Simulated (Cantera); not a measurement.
What does this Cantera script print?

```python
import numpy as np
import cantera as ct

gas = ct.Solution("gri30.yaml")
gas.TPX = 400, 500000, {'CH4': 1, 'O2': 1.67, 'N2': 14.7}
inlet = ct.Reservoir(gas, clone=True)
gas.equilibrate("HP")  # start burning
reactor = ct.IdealGasConstPressureReactor(gas, energy="on", clone=False)
exhaust = ct.Reservoir(gas, clone=True)
tau = [0.092, 0.031, 0.011, 0.0037, 0.0013, 0.00043, 0.00015, 5.1e-05, 1.8e-05][0]
for a, b in ((inlet, reactor), (reactor, exhaust)):
    ct.MassFlowController(a, b, mdot=lambda t: reactor.mass / tau)
net = ct.ReactorNet([reactor])
show = ['CH4', 'O2', 'C2H', 'H2O', 'HCO', 'HCN']

rows = []
print(f"{'tau/s':>10s}{'T/K':>9s}" + "".join(f"{s:>11s}" for s in show))
for tau in [0.092, 0.031, 0.011, 0.0037, 0.0013, 0.00043, 0.00015, 5.1e-05, 1.8e-05]:
    net.initial_time = 0.0
    net.advance(30 * tau)
    before = gas.X
    net.advance(40 * tau)
    drift = np.max(np.abs(gas.X - before) / (gas.X + 1e-9))
    rows.append([gas.T, *gas[show].X, drift])
    print(f"{tau:10.3e}{gas.T:9.1f}" + "".join(f"{x:11.3e}" for x in gas[show].X))
```

Result:

```
     tau/s      T/K        CH4         O2        C2H        H2O        HCO        HCN
 9.200e-02   1420.4  3.424e-03  4.074e-03  2.837e-10  9.567e-02  1.291e-08  4.100e-08
 3.100e-02   1321.1  5.693e-03  1.198e-02  4.812e-11  9.048e-02  5.224e-08  4.944e-09
 1.100e-02    400.0  5.757e-02  9.614e-02  9.285e-50 -6.478e-15 -1.267e-36 -3.236e-22
 3.700e-03    400.0  5.757e-02  9.614e-02 -4.441e-57 -1.259e-16  3.285e-37 -6.287e-24
 1.300e-03    400.0  5.757e-02  9.614e-02 -1.722e-61 -7.717e-19 -1.463e-41 -3.855e-26
 4.300e-04    400.0  5.757e-02  9.614e-02  1.658e-60 -4.874e-20 -8.781e-43 -2.435e-27
 1.500e-04    400.0  5.757e-02  9.614e-02 -4.696e-62 -3.079e-21 -5.547e-44 -1.538e-28
 5.100e-05    400.0  5.757e-02  9.614e-02 -6.986e-65 -1.945e-22 -3.504e-45 -9.716e-30
 1.800e-05    400.0  5.757e-02  9.614e-02 -2.146e-67 -1.229e-23 -2.213e-46 -6.137e-31
```

Cantera simulation using GRI-Mech 3.0 (53 species, 325 reactions); the numbers are that mechanism's predictions, not measurements.
